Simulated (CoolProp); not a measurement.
n-undecane at several states: density (kg/m³) from the reference equation and from simpler models built on Tc = 638.8 K, pc = 1.990 MPa, ω = 0.539; each cubic takes its own stable root.

Values from CoolProp's reference Helmholtz-energy equation of state, Aleksandrov 2011. It is a short technical equation, of lower accuracy than the large ones.

| T (K) | p (MPa) | phase | reference |
|---|---|---|---|
| 407.7 | 0.102 | liquid | 651.7 |
| 300.1 | 0.133 | liquid | 735.0 |
| 540.9 | 1.02 | liquid | 528.6 |
| 283 | 0.0574 | liquid | 748.0 |

**Question.** How far does each simpler model (Redlich-Kwong, Peng-Robinson) lie from the reference over these 4 states: mean and median of the absolute difference, and the worst?

**Answer.** 
- Redlich-Kwong: mean 21.9 %, median 21.1 %, worst -24.6 % at 540.9 K and 1.02 MPa
- Peng-Robinson: mean 6.3 %, median 6.4 %, worst -8.1 % at 283 K and 0.0574 MPa
